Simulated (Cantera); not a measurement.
An isothermal, constant-pressure homogeneous reactor starts with CO : O2 : H2O : N2 = 0.015 : 0.04 : 0.00023 : 1 (molar parts), at 1000 K and 3750 Torr.

Detailed kinetics in Cantera: GRI-Mech 3.0 (53 species, 325 reactions).

x: mole fraction; the columns are a selection and need not sum to one.

| t (s) | x CO | x O2 | x H2O | x N2O | x H2 |
|---|---|---|---|---|---|
| 2.00e-6 | 0.0142 | 0.0379 | 0.000218 | <1e-12 | <1e-12 |
| 9.28e-6 | 0.0142 | 0.0379 | 0.000218 | <1e-12 | <1e-12 |
| 4.31e-5 | 0.0142 | 0.0379 | 0.000218 | <1e-12 | <1e-12 |
| 0.000200 | 0.0142 | 0.0379 | 0.000218 | <1e-12 | <1e-12 |
| 0.000928 | 0.0142 | 0.0379 | 0.000218 | 1.52e-12 | <1e-12 |
| 0.00431 | 0.0142 | 0.0379 | 0.000218 | 9.90e-12 | <1e-12 |
| 0.0200 | 0.0142 | 0.0379 | 0.000218 | 5.05e-11 | <1e-12 |
| 0.0928 | 0.0142 | 0.0379 | 0.000218 | 2.74e-10 | 2.29e-11 |
| 0.431 | 0.0142 | 0.0379 | 0.000218 | … | 1.62e-9 |
| 2.00 | 0.0136 | 0.0376 | 0.000218 | … | 1.20e-7 |
| 9.28 | 0.0104 | 0.0361 | 0.000218 | … | 4.06e-7 |
| 43.1 | 0.00298 | 0.0325 | 0.000219 | … | 1.62e-7 |
| 200 | 5.97e-5 | 0.0310 | 0.000219 | … | 2.55e-9 |

Task: Complete the blanks.

Result: 
- 0.431, x N2O: 2.53e-9
- 2.00, x N2O: 4.11e-8
- 9.28, x N2O: 2.49e-7
- 43.1, x N2O: 8.88e-7
- 200, x N2O: 6.66e-7
